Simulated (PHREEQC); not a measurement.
PHREEQC input (ion-association model, wateq4f.dat):

```
SOLUTION_MASTER_SPECIES
  An  An-  0  An  62.0  # stands for a non-complexing anion
SOLUTION_SPECIES
  An- = An-
    -log_k 0
    -gamma 3.0 0
PHASES
  Fix_H+
    H+ = H+
    -log_k 0
SOLUTION 1
  temp 25
  units mmol/kgw
  pH 7 charge
  Cl 0.01858
  Cu(2) 0.00059
  Ca 0.0087
  Na 1
  An 1
END
SELECTED_OUTPUT 1
  -reset false
  -pH true
  -pe true
  -ionic_strength true
  -water true
  -totals Ca Cl Cu Na Cu(1) Cu(2)
  -molalities Hfo_wOH Hfo_wOH2+ Hfo_wO- Hfo_sOH Hfo_sOH2+ Hfo_sO- Hfo_sOCu+ Hfo_wOCu+ Hfo_sOHCa+2 Hfo_wOCa+
  -saturation_indices Portlandite Cu(OH)2 Atacamite Halite
USER_PUNCH 1
  -headings sigma psi
  10 PUNCH EDL("sigma", "Hfo"), EDL("psi", "Hfo")
PRINT
  -reset false
USE solution 1
SURFACE 1
  Hfo_wOH 0.000382022 600 0.17
  Hfo_sOH 9.55056e-06
EQUILIBRIUM_PHASES 1
  Fix_H+ -4 HAn 10
    -force_equality true
  O2(g) -0.68 10
END
# ... the last block is repeated for the other 16 points of pH, with NaOH or the acid as the point needs
```

Selected output (columns that matter, 17 of 17 rows; pH added in front):

```
pH	mu	Ca	Cu	Na	m_Hfo_wOH	m_Hfo_wOH2+	m_Hfo_wO-	m_Hfo_sOH	si_Portlandite	si_Cu(OH)2	si_Atacamite	si_Halite	sigma	psi
4	0.0011949	8.7e-06	5.8201e-07	0.001	0.00023887	0.00013335	9.8024e-06	5.9676e-06	-19.927	-6.9412	-12.69	-9.3467	0.1198	0.2096
4.38	0.0011175	8.7e-06	5.5519e-07	0.001	0.00026161	0.00010555	1.4854e-05	6.5206e-06	-19.165	-6.1997	-11.587	-9.3456	0.087971	0.19546
4.75	0.0010798	8.7e-06	4.6091e-07	0.001	0.00027561	8.6205e-05	2.0186e-05	6.8135e-06	-18.424	-5.5396	-10.636	-9.3451	0.064121	0.18012
5.12	0.001059	8.7e-06	2.5922e-07	0.001	0.00028398	7.2497e-05	2.5484e-05	6.8976e-06	-17.683	-5.0494	-10.026	-9.3448	0.045869	0.16345
5.5	0.0010464	8.6999e-06	8.1236e-08	0.001	0.00028873	6.2789e-05	3.0415e-05	6.9032e-06	-16.923	-4.7944	-9.8956	-9.3446	0.03184	0.14509
5.88	0.001039	8.6997e-06	1.8003e-08	0.001	0.00029114	5.6283e-05	3.45e-05	6.9215e-06	-16.163	-4.694	-10.075	-9.3445	0.021638	0.12563
6.25	0.0010344	8.6986e-06	3.8332e-09	0.001	0.00029227	5.2055e-05	3.7593e-05	6.9389e-06	-15.423	-4.6489	-10.355	-9.3444	0.014562	0.10585
6.62	0.0010314	8.6932e-06	9.3473e-10	0.001	0.0002928	4.9212e-05	3.9908e-05	6.9458e-06	-14.683	-4.6221	-10.671	-9.3444	0.0095809	0.08545
7	0.0010293	8.6642e-06	3.6453e-10	0.001	0.00029304	4.7219e-05	4.1661e-05	6.9307e-06	-13.924	-4.6027	-11.012	-9.3443	0.0060055	0.064054
7.38	0.0010274	8.5128e-06	2.6593e-10	0.001	0.00029313	4.5714e-05	4.3059e-05	6.8267e-06	-13.172	-4.583	-11.353	-9.3443	0.003469	0.042415
7.75	0.0010262	7.8657e-06	2.6763e-10	0.0010017	0.00029311	4.4128e-05	4.4601e-05	6.3775e-06	-12.466	-4.5436	-11.644	-9.3436	0.0016135	0.021433
8.12	0.001026	6.0694e-06	3.2782e-10	0.0010077	0.00029281	4.1699e-05	4.7103e-05	5.171e-06	-11.839	-4.4473	-11.821	-9.341	7.1222e-05	0.00097378
8.5	0.001026	3.384e-06	4.631e-10	0.0010166	0.00029188	3.8665e-05	5.0477e-05	3.5557e-06	-11.332	-4.2952	-11.897	-9.3371	-0.0014721	-0.019646
8.88	0.0010294	1.2245e-06	6.1869e-10	0.0010275	0.00029057	3.6186e-05	5.345e-05	2.5262e-06	-11.014	-4.1688	-12.024	-9.3326	-0.0032877	-0.040539
9.25	0.0010403	3.0242e-07	7.0603e-10	0.0010424	0.00028955	3.4511e-05	5.5652e-05	2.1905e-06	-10.882	-4.1113	-12.279	-9.3265	-0.0056642	-0.0613
9.62	0.0010667	6.2503e-08	7.5019e-10	0.0010713	0.00028865	3.293e-05	5.7962e-05	2.1331e-06	-10.828	-4.0849	-12.597	-9.315	-0.0090741	-0.082063
10	0.0011302	1.2155e-08	7.953e-10	0.0011377	0.00028727	3.08e-05	6.138e-05	2.1542e-06	-10.781	-4.0596	-12.927	-9.2897	-0.014357	-0.10295
```

Species that the database lacks are ignored. The database's constant for dissolved Cu(OH)2 is higher than later reviews accept.
